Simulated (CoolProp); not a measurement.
Vapour-liquid equilibrium of ethylene (1) + isobutane (2) at 0.0703 MPa; x and y are mole fractions of (1).

Computed with CoolProp (multi-fluid Helmholtz-energy mixture model, Smukala 2000 and Bücker 2006; pair parameters Bell 2016).

| x | bubble temperature (°C) | y at the bubble point | dew temperature at overall composition x (°C) | liquid density (mol/L) |
|---|---|---|---|---|
| 0.05 | -44.3 | 0.683 | -21.9 | 11.06 |
| 0.15 | -69.3 | ? | -24.4 | 12.05 |
| 0.25 | ? | 0.978 | -27.2 | 12.90 |
| 0.35 | -89.3 | 0.990 | -30.3 | 13.73 |
| 0.45 | -94.8 | 0.995 | -33.7 | 14.58 |
| 0.55 | -98.9 | 0.997 | -37.7 | 15.49 |
| 0.65 | -102.2 | 0.999 | ? | 16.47 |
| 0.75 | -104.9 | 0.999 | -48.5 | 17.51 |
| 0.85 | -107.1 | 1.000 | -56.9 | 18.65 |
| 0.95 | -108.9 | 1.000 | -72.2 | ? |

**Question.** Fill in the missing entries.

**Answer.** 
- 0.15, y at the bubble point: 0.937
- 0.25, bubble temperature (°C): -81.6
- 0.65, dew temperature at overall composition x (°C): -42.5
- 0.95, liquid density (mol/L): 19.88

No azeotrope shows between x = 0.05 and 0.95.

Pair parameters are fitted to limited data, so mixtures are less certain than the pure fluids.
